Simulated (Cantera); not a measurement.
Premixed flame

A freely propagating, adiabatic, planar premixed flame of 2.51 % C₃H₈, 16.8 % O₂, 67.1 % N₂, 13.6 % H₂O, unburnt at 400 K and 1.00 atm; mixture-averaged transport, grid criteria slope 0.08 and curve 0.16, no radiation.

Computed with Cantera and GRI-Mech 3.0 (53 species, 325 reactions). GRI-Mech 3.0 was tuned for natural gas; its chemistry of propane as a main component is partial and can be far from experiment. Burning velocities carry a grid error of a few per cent, more on coarse grids.

```csv
z (mm),T (K),u (m/s),x C₃H₈,x O₂,x H₂O,x C₂H₆,x NO,x CH₄
-1.99,400,0.263,0.0251,0.168,0.136,2.48e-8,<1e-8,6.80e-7
-1.33,403,0.265,0.0251,0.167,0.136,4.27e-7,<1e-8,6.16e-6
-0.995,415,0.273,0.0251,0.166,0.137,3.16e-6,<1e-8,2.73e-5
-0.664,482,0.318,0.0246,0.160,0.144,2.99e-5,<1e-8,0.000139
-0.332,793,0.532,0.0187,0.132,0.169,0.000277,1.56e-7,0.000645
-0.166,1099,0.746,0.00834,0.102,0.191,0.000506,4.62e-7,0.00110
0,1411,0.967,0.000329,0.0691,0.212,7.68e-5,8.84e-7,0.000722
0.166,1554,1.06,1.70e-7,0.0528,0.220,1.66e-7,1.40e-6,6.59e-5
0.332,1618,1.10,<1e-8,0.0471,0.222,<1e-8,1.77e-6,2.80e-6
0.664,1686,1.14,<1e-8,0.0430,0.225,<1e-8,2.19e-6,<1e-8
1.33,1738,1.17,<1e-8,0.0407,0.228,<1e-8,2.55e-6,<1e-8
2.65,1764,1.19,<1e-8,0.0399,0.230,<1e-8,2.78e-6,<1e-8
5.31,1773,1.19,<1e-8,0.0397,0.231,<1e-8,2.90e-6,<1e-8
```
x: mole fraction of selected species; z is measured from the peak of heat release.

The laminar burning velocity comes out as 26.2 cm/s and the thermal thickness is 0.664 mm. The peak x(C₂H₆) is 0.000506 and the peak x(CH₄) is 0.00116. The grid points is 139.
